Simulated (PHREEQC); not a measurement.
0.89 g of hydrous ferric oxide (600 m²/g; 0.2 weak and 0.005 strong sites per Fe, Dzombak-Morel constants, diffuse double layer) in 1 kg of water with 0.1 mol/kgw of an inert sodium salt and 0.0026 mmol/kgw NiCl2 and 0.28 mmol/kgw NaF, at 25 °C; the pH is set by adding NaOH or the inert anion's acid. Oxygen alone is held at its pressure in air (log pO2 = -0.68). The system is closed to CO2. No solid was allowed to form.

The series has 17 steps of pH, from 3 to 11.

The numbers come from PHREEQC with the ion-association model, wateq4f.dat.

Q: Near which pH is half of the Ni sorbed, and on which side is more sorbed?

A: Near pH 6.0, with more sorbed at higher pH.

Q: Near which pH is half of the F sorbed, and on which side is more sorbed?

A: Near pH 6.3, with more sorbed at lower pH.

The oxide is taken as insoluble; below pH 4 it would dissolve.
